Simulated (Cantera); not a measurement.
What does this Cantera script print?

```python
import numpy as np
import cantera as ct

gas_names = """
    H H2 N NH NH2 NH3 N2 N2H2 N2H4 Si SiH SiH2 SiH3 SiH4 SiN Si2 Si2N Si3
""".split()
cond_names = """
    Si(cr) Si(L) Si3N4(a)
""".split()


def load(file, names, dense=False):
    # The tables refer to 1 bar. Condensed volumes are neglected.
    table = {s.name: s for s in ct.Species.list_from_file(file)}
    out = []
    for n in names:
        d = dict(table[n].input_data)
        d["thermo"] = dict(d["thermo"], **{"reference-pressure": 1e5})
        if dense:
            d["equation-of-state"] = {"model": "constant-volume", "density": "1e6 g/cm^3"}
        out.append(ct.Species.from_dict(d))
    return out


gas = ct.Solution(thermo="ideal-gas", species=load("nasa_gas.yaml", gas_names))
cond = {s.name: ct.Solution(thermo="fixed-stoichiometry", species=[s], name=s.name)
        for s in load("nasa_condensed.yaml", cond_names, dense=True)}
atoms = {
    'trisilylamine': {'Si': 3, 'N': 1, 'H': 9},
    'N2': {'N': 2},
}
top_T = {'Si3N4(a)': 2400}  # K; cautious upper limits of use, not melting points


def equilibrate(T, P, feed):
    n = {}
    for name, mol in feed.items():
        for a, k in atoms[name].items():
            n[a] = n.get(a, 0.0) + k * mol
    gas.TPX = T, P, n
    mass = sum(n.values()) * gas.mean_molecular_weight
    gas.equilibrate("TP")
    valid = [c for c in cond.values() if c.min_temp <= T <= top_T.get(c.name, c.max_temp)]
    mix = ct.Mixture([(gas, mass / gas.mean_molecular_weight)] + [(c, 0.0) for c in valid])
    mix.T, mix.P = T, P
    mix.equilibrate("TP", solver="vcs", rtol=1e-11, max_steps=5000)
    return mix


results = []
feed = {'trisilylamine': 1, 'N2': 0.35}  # mol
P = 13000  # Pa
for T in [950, 1025, 1100, 1175, 1250, 1325, 1400, 1475, 1550, 1625, 1700, 1775]:
    mix = equilibrate(T, P, feed)
    results.append((T, P, feed, dict(zip(mix.species_names, mix.species_moles))))

top = {s: max(r[3][s] / sum(r[3][g] for g in gas_names) for r in results) for s in gas_names}
cols = sorted((s for s in top if top[s] > 1e-06), key=lambda s: -top[s])[:8]
seen = [c for c in cond_names if any(r[3].get(c, 0) > 1e-12 for r in results)]
print("log10 of partial pressures in bar; condensed amounts in mol")
print(f"{'T/K':>10s}" + "".join(f"{s[:9]:>10s}" for s in cols + seen))
for T, P, feed, n in results:
    ng = sum(n[g] for g in gas_names)
    print(f"{T:10.4g}" + "".join(f"{np.log10(max(n[s] / ng * P / 1e5, 1e-99)):10.3f}" for s in cols)
          + "".join(f"{n.get(c, 0):10.4g}" for c in seen))
```

It prints:

```
log10 of partial pressures in bar; condensed amounts in mol
       T/K        H2        N2         H      SiH2        Si       SiH      Si2N    Si(cr)     Si(L)  Si3N4(a)
       950    -0.886   -11.813    -9.698   -11.578   -16.983   -15.374   -21.477     1.725         0     0.425
      1025    -0.886   -10.312    -8.804   -10.606   -15.181   -13.879   -19.146     1.725         0     0.425
      1100    -0.886    -9.017    -8.030    -9.767   -13.626   -12.590   -17.136     1.725         0     0.425
      1175    -0.886    -7.889    -7.355    -9.035   -12.271   -11.467   -15.386     1.725         0     0.425
      1250    -0.886    -6.899    -6.759    -8.391   -11.081   -10.481   -13.849     1.725         0     0.425
      1325    -0.886    -6.022    -6.229    -7.820   -10.025    -9.608   -12.489     1.725         0     0.425
      1400    -0.886    -5.241    -5.756    -7.310    -9.085    -8.829   -11.278     1.725         0    0.4249
      1475    -0.886    -4.542    -5.330    -6.853    -8.240    -8.131   -10.192     1.726         0    0.4245
      1550    -0.887    -3.911    -4.945    -6.440    -7.479    -7.502    -9.213     1.731         0    0.4229
      1625    -0.888    -3.340    -4.595    -6.067    -6.788    -6.933    -8.327     1.749         0    0.4171
      1700    -0.891    -2.807    -4.277    -5.740    -6.168    -6.425    -7.533         0     1.807    0.3977
      1775    -0.906    -2.235    -3.992    -5.508    -5.659    -6.023    -6.879         0     2.041    0.3195
```

Equilibrium computed with Cantera from the NASA thermochemical tables; the gas is ideal and each condensed phase is pure. The feed counts by its element totals alone. Mutual solubility and eutectic melting of coexisting phases are not modelled. Gases not in the tables: Si2H6 and higher silanes.
